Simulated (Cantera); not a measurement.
Charge: 1 mol HCl, 0.15 mol H2, 4.4 mol O2, 0.00021 mol N2, held at 19.0 bar.

Cantera equilibrium calculation (NASA polynomials, part measured and part estimated; ideal gas, pure solids and liquids). Candidate condensed phases: H2O, NH4Cl; 29 gas species. Equilibrium is a limit: real reactors are often held back by kinetics, nucleation or transport.

x: gas mole fraction; nothing condenses.

| T (°C) | x O2 | x HCl | x H2O | x Cl | x Cl2 | x OH | x O |
|---|---|---|---|---|---|---|---|
| 752 | 0.784 | 0.0690 | 0.0877 | 3.13e-5 | 0.0595 | 1.15e-7 | 6.70e-11 |
| 952 | 0.785 | 0.0965 | 0.0731 | 0.000297 | 0.0449 | 2.38e-6 | 8.55e-9 |
| 1152 | 0.786 | 0.116 | 0.0624 | 0.00145 | 0.0337 | 2.07e-5 | 2.82e-7 |
| 1352 | 0.785 | 0.129 | 0.0553 | ___ | ___ | ___ | ___ |
| 1552 | 0.782 | 0.136 | 0.0514 | 0.0110 | 0.0182 | 0.000382 | 3.12e-5 |
| 1752 | 0.778 | 0.136 | 0.0504 | 0.0208 | 0.0125 | 0.00109 | 0.000164 |
| 1952 | 0.771 | 0.130 | 0.0515 | 0.0332 | 0.00818 | 0.00262 | 0.000638 |
| 2152 | 0.763 | 0.121 | 0.0538 | ___ | ___ | ___ | ___ |
| 2352 | 0.752 | 0.110 | 0.0559 | 0.0600 | 0.00325 | 0.0103 | 0.00518 |
| 2552 | 0.737 | 0.0982 | 0.0569 | 0.0726 | 0.00207 | 0.0175 | 0.0118 |

Task: What belongs in the gaps?

Result: 
- 2152, x Cl: 0.0467
- 2152, x Cl2: 0.00517
- 2152, x OH: 0.00551
- 2152, x O: 0.00198
- 1352, x Cl: 0.00463
- 1352, x Cl2: 0.0251
- 1352, x OH: 0.000106
- 1352, x O: 3.96e-6
